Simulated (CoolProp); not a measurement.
Properties of ethanol along the isobar 2.88 MPa (Tc = 514.7 K, pc = 6.268 MPa, ω = 0.644).

Computed with CoolProp (reference Helmholtz-energy equation of state, Schroeder 2014).

| T (K) | phase | Z | expansivity (1/kK) | conductivity (mW/(m K)) |
|---|---|---|---|---|
| 480.7 | gas | 0.7534 | (withheld) | 44.9 |
| 494.6 | gas | 0.7969 | 5.376 | 45.5 |
| 508.6 | gas | 0.8296 | 4.433 | 46.5 |
| 522.5 | gas | 0.8550 | 3.811 | 47.7 |
| 536.4 | gas | 0.8753 | 3.365 | 49.1 |
| 550.3 | gas | 0.8918 | 3.030 | 50.6 |
| 564.3 | gas | 0.9057 | 2.766 | (withheld) |
| 578.2 | gas | 0.9171 | 2.556 | 53.7 |
| 592.1 | gas | 0.9269 | 2.384 | 55.3 |
| 606.1 | gas | 0.9352 | 2.239 | (withheld) |
| 620 | gas | 0.9423 | 2.117 | 58.6 |

Problem. What belongs in the gaps?

Solution. 
- 480.7, expansivity (1/kK): 6.971
- 564.3, conductivity (mW/(m K)): 52.1
- 606.1, conductivity (mW/(m K)): 57.0

Thermal conductivity comes from a separate model (Assael 2013).
